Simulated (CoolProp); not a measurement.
Vapour-liquid equilibrium of toluene (1) + n-dodecane (2) at 483.2 K; x and y are mole fractions of (1).

Model: multi-fluid Helmholtz-energy mixture model, Lemmon 2006 and Lemmon 2004; pair parameters Bell 2016, in CoolProp.

Problem. Give the bubble pressure and the first vapour's composition at x = 0.05, 0.45, 0.75. Is there an azeotrope?

Solution. x = 0.05: 1.138 bar, y = 0.259; x = 0.45: 3.996 bar, y = 0.863; x = 0.75: 6.567 bar, y = 0.958. No azeotrope shows between x = 0.05 and 0.95.

Pair parameters are fitted to limited data, so mixtures are less certain than the pure fluids.
